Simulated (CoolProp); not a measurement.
R365MFC at 298.15 K and 0.0333 MPa is compressed adiabatically to 0.176 MPa with isentropic efficiency 0.8. Each further row changes one setting.

The numbers come from the reference Helmholtz-energy equation of state, Lemmon 2016 in CoolProp.

```tsv
case	work (kJ/kg)	final temperature (K)	final phase	final density (kg/m³)
as stated	35.3	[?]	gas	9.95
efficiency 1	[?]	[?]	[?]	[?]
efficiency 0.65	[?]	[?]	gas	9.68
```

**Question.** Fill in the missing entries.

**Answer.** 
- as stated, final temperature (K): 336.0
- efficiency 1, work (kJ/kg): 28.2
- efficiency 1, final temperature (K): 329.6
- efficiency 1, final phase: two-phase, vapour fraction 1.000
- efficiency 1, final density (kg/m³): 10.2
- efficiency 0.65, work (kJ/kg): 43.4
- efficiency 0.65, final temperature (K): 343.4
